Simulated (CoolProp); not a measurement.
A single-stage vapour-compression cycle with R124: evaporating at 308.15 K (dew point), condensing at 367.15 K (bubble point), superheat 10 K, subcooling 2 K, compressor efficiency 0.75, no pressure losses. Each further row changes one setting.

Model: reference Helmholtz-energy equation of state, de Vries 1995, in CoolProp.

```json
[
 {"case": "as stated", "cooling COP": "2.46", "pressure ratio": "4.10", "discharge temperature (K)": "379.1", "refrigerating effect (kJ/kg)": "76.8", "volumetric capacity (kJ/m³)": "2310"},
 {"case": "evaporating temperature 313.15 K", "cooling COP": "2.84", "pressure ratio": "3.56", "discharge temperature (K)": "378.8", "refrigerating effect (kJ/kg)": "79.6", "volumetric capacity (kJ/m³)": "2750"},
 {"case": "condensing temperature 362.15 K", "cooling COP": "2.88", "pressure ratio": "3.70", "discharge temperature (K)": "374.0", "refrigerating effect (kJ/kg)": "83.8", "volumetric capacity (kJ/m³)": "2520"},
 {"case": "subcooling 7 K", "cooling COP": "2.70", "pressure ratio": "4.10", "discharge temperature (K)": "379.1", "refrigerating effect (kJ/kg)": "84.0", "volumetric capacity (kJ/m³)": "2530"},
 {"case": "superheat 20 K", "cooling COP": "2.58", "pressure ratio": "4.10", "discharge temperature (K)": "388.2", "refrigerating effect (kJ/kg)": "85.1", "volumetric capacity (kJ/m³)": "2450"},
 {"case": "compressor efficiency 0.65", "cooling COP": "2.14", "pressure ratio": "4.10", "discharge temperature (K)": "383.3", "refrigerating effect (kJ/kg)": "76.8", "volumetric capacity (kJ/m³)": "2310"}
]
```
